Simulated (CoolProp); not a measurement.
The fluid at 293.15 K and 2.6 MPa flows at 1.4 m/s in a round tube of 12.7 mm bore and 45 µm roughness, fully developed (64/Re and Nu = 3.66 if laminar; Colebrook and Gnielinski if turbulent). The same conditions are run with several fluids, on thermodynamics alone (safety and materials aside).

The numbers come from the reference Helmholtz-energy equation of state of each fluid (propane: Lemmon 2009; R134a: Tillner-Roth 1994; R22: Kamei 1995; n-pentane: Thol 2019; o-xylene: Zhou 2012) in CoolProp.

```
fluid      Reynolds number  Darcy friction factor  pressure drop (Pa/m)  heat-transfer coefficient (W/(m² K))  mass flow (kg/h)
---------  ---------------  ---------------------  --------------------  ------------------------------------  ----------------
propane              84900                 0.0288                     ?                                  3740               322
R134a               102000                      ?                  2730                                  4260               789
R22                 156000                 0.0282                  2650                                  5150               778
n-pentane            57100                 0.0294                  1430                                  3410               402
o-xylene             18900                 0.0326                     ?                                  1990                 ?
```

### Question
Fill in the missing entries.

### Answer

- propane, pressure drop (Pa/m): 1120
- R134a, Darcy friction factor: 0.0286
- o-xylene, pressure drop (Pa/m): 2220
- o-xylene, mass flow (kg/h): 563

Transport values come from each fluid's own correlations; those of R134a, R22, n-pentane are estimates that may be off by 10 % or more.
